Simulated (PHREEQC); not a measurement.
Solution (60 °C): 0.0012 mol KHSO4 per kg of water. Closed to the air; pH follows from the charge balance.

Model: ion-association model, phreeqc.dat, run in PHREEQC.

Each row changes one thing in this solution. This is a speciation only: nothing precipitates in the calculation.

| case | pH | ionic strength (mol/kgw) | SO4-2 (mol/kgw) | HSO4- (mol/kgw) | KSO4- (mol/kgw) |
|---|---|---|---|---|---|
| as made | 3.02 | 0.00321 | 0.00101 | 0.000182 | 1.12e-5 |
| temperature from 60 to 20 °C | 2.98 | 0.00342 | 0.00111 | 8.47e-5 | 6.62e-6 |
| 3.8e-05 mol/kgw HBr added | 3.00 | 0.00324 | 0.00100 | 0.000187 | 1.11e-5 |
| temperature from 60 to 65 °C | 3.03 | 0.00318 | 0.000988 | 0.000200 | 1.17e-5 |
| temperature from 60 to 35 °C | 2.99 | 0.00336 | 0.00108 | 0.000112 | 8.29e-6 |
| diluted 100-fold with water | 4.92 | 3.59e-5 | 1.20e-5 | 3.18e-8 | 1.69e-9 |
| KHSO4 from 0.0012 to 0.00108 mol/kgw | 3.06 | 0.00292 | 0.000918 | 0.000153 | 9.28e-6 |
| 0.0004 mol/kgw KOH added | 3.20 | 0.00332 | 0.00106 | 0.000126 | 1.56e-5 |
| temperature from 60 to 15 °C | 2.98 | 0.00343 | 0.00112 | 7.76e-5 | 6.09e-6 |

Away from 25 °C the constants follow the database's enthalpies or fits; those with neither stay at their 25 °C values.
